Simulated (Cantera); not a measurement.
**Equilibrium for silicon nitride deposition: trisilylamine + N2**

Input: 1 mol trisilylamine, 2 mol N2, equilibrated at 14.0 mbar.

Equilibrium computed with Cantera from the NASA thermochemical tables; the gas is ideal and each condensed phase is pure. Candidate condensed phases: Si, Si3N4; 18 gas species. The feed counts by its element totals alone. Mutual solubility and eutectic melting of coexisting phases are not modelled. Gases not in the tables: Si2H6 and higher silanes. Kinetics and transport are ignored.

| T (K) | log p H2 | log p N2 | log p H | log p Si | log p SiH | log p SiH2 | log p Si2N | n Si3N4(s) | n Si(l) |
|---|---|---|---|---|---|---|---|---|---|
| 900 | -1.90 | -2.85 | -10.88 | <-13 | <-13 | <-13 | <-13 | 1.00 | 0 |
| 1000 | -1.90 | -2.85 | -9.59 | <-13 | <-13 | <-13 | <-13 | 1.00 | 0 |
| 1100 | -1.90 | -2.85 | -8.54 | <-13 | <-13 | <-13 | <-13 | 1.00 | 0 |
| 1200 | -1.90 | -2.85 | -7.65 | <-13 | <-13 | -12.95 | <-13 | 1.00 | 0 |
| 1300 | -1.90 | -2.85 | -6.91 | -12.66 | -12.69 | -11.32 | <-13 | 1.00 | 0 |
| 1400 | -1.90 | -2.85 | -6.26 | -10.68 | -10.93 | -9.92 | -13.27 | 1.00 | 0 |
| 1500 | -1.90 | -2.85 | -5.70 | -8.96 | -9.40 | -8.70 | -11.08 | 1.00 | 0 |
| 1600 | -1.90 | -2.85 | -5.21 | -7.46 | -8.07 | -7.65 | -9.17 | 1.000 | 0 |
| 1700 | -1.91 | -2.81 | -4.78 | -6.17 | -6.93 | -6.75 | -7.53 | 0.968 | 0.0967 |
| 1800 | -2.05 | -2.30 | -4.47 | -5.50 | -6.46 | -6.57 | -6.80 | 0 | 3.00 |
log p: log10 of the partial pressure in bar; n: condensed amount in mol.

From 900 K to 1600 K the condensed part is Si3N4(s). At 1700 K the condensed part is Si(l) + Si3N4(s). At 1800 K the condensed part is Si(l).
